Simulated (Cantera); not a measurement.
Input (Python, Cantera):

```python
import numpy as np
import cantera as ct

gas = ct.Solution("gri30.yaml")
gas.TPX = 2725, 13332, {'CH4': 0.0099, 'H2': 1, 'CO2': 0.0071}
inlet = ct.Reservoir(gas, clone=True)

reactor = ct.IdealGasConstPressureReactor(gas, energy="off", clone=False)
exhaust = ct.Reservoir(gas, clone=True)
tau = [16, 6.7, 2.8, 1.2, 0.48, 0.2, 0.084, 0.035, 0.015, 0.0061][0]
for a, b in ((inlet, reactor), (reactor, exhaust)):
    ct.MassFlowController(a, b, mdot=lambda t: reactor.mass / tau)
net = ct.ReactorNet([reactor])
show = ['CH4', 'H2', 'CO2', 'C2H6', 'CO', 'CH2CO']

rows = []
print(f"{'tau/s':>10s}{'T/K':>9s}" + "".join(f"{s:>11s}" for s in show))
for tau in [16, 6.7, 2.8, 1.2, 0.48, 0.2, 0.084, 0.035, 0.015, 0.0061]:
    net.initial_time = 0.0
    net.advance(30 * tau)
    before = gas.X
    net.advance(40 * tau)
    drift = np.max(np.abs(gas.X - before) / (gas.X + 1e-9))
    rows.append([gas.T, *gas[show].X, drift])
    print(f"{tau:10.3e}{gas.T:9.1f}" + "".join(f"{x:11.3e}" for x in gas[show].X))
```

Result:

```
     tau/s      T/K        CH4         H2        CO2       C2H6         CO      CH2CO
 1.600e+01   2725.0  2.490e-06  8.294e-01  5.032e-09  3.188e-13  1.266e-02  1.790e-10
 6.700e+00   2725.0  2.718e-06  8.295e-01  1.175e-08  3.768e-13  1.266e-02  2.281e-10
 2.800e+00   2725.0  3.199e-06  8.297e-01  2.783e-08  5.161e-13  1.265e-02  3.411e-10
 1.200e+00   2725.0  4.102e-06  8.301e-01  6.463e-08  8.371e-13  1.265e-02  5.855e-10
 4.800e-01   2725.0  5.894e-06  8.314e-01  1.615e-07  1.702e-12  1.264e-02  1.186e-09
 2.000e-01   2725.0  8.997e-06  8.342e-01  3.907e-07  3.889e-12  1.263e-02  2.516e-09
 8.400e-02   2725.0  1.486e-05  8.405e-01  9.580e-07  1.024e-11  1.258e-02  5.677e-09
 3.500e-02   2725.0  2.824e-05  8.537e-01  2.481e-06  3.441e-11  1.245e-02  1.418e-08
 1.500e-02   2725.0  6.402e-05  8.753e-01  6.674e-06  1.553e-10  1.205e-02  3.865e-08
 6.100e-03   2725.0  1.777e-04  9.017e-01  1.996e-05  9.759e-10  1.094e-02  1.121e-07
```

Cantera simulation using GRI-Mech 3.0 (53 species, 325 reactions); the numbers are that mechanism's predictions, not measurements.
